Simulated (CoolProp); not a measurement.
A single-stage vapour-compression cycle with hydrogen chloride: evaporating at 210.15 K (dew point), condensing at 254.15 K (bubble point), superheat 2 K, subcooling 0 K, compressor efficiency 0.85, no pressure losses. Each further row changes one setting.

Computed with CoolProp (reference Helmholtz-energy equation of state, Thol 2018).

| case | cooling COP | pressure ratio | discharge temperature (K) | refrigerating effect (kJ/kg) | volumetric capacity (kJ/m³) |
|---|---|---|---|---|---|
| as stated | 3.17 | 4.98 | 352.0 | 343 | 2310 |
| evaporating temperature 215.15 K | 3.76 | 4.00 | 336.0 | 345 | 2850 |
| condensing temperature 249.15 K | 3.68 | 4.27 | 335.5 | 352 | 2370 |
| subcooling 5 K | 3.25 | 4.98 | 352.0 | 352 | 2370 |
| superheat 12 K | 3.07 | 4.98 | 369.8 | 352 | 2240 |
| compressor efficiency 0.75 | 2.79 | 4.98 | 368.4 | 343 | 2310 |
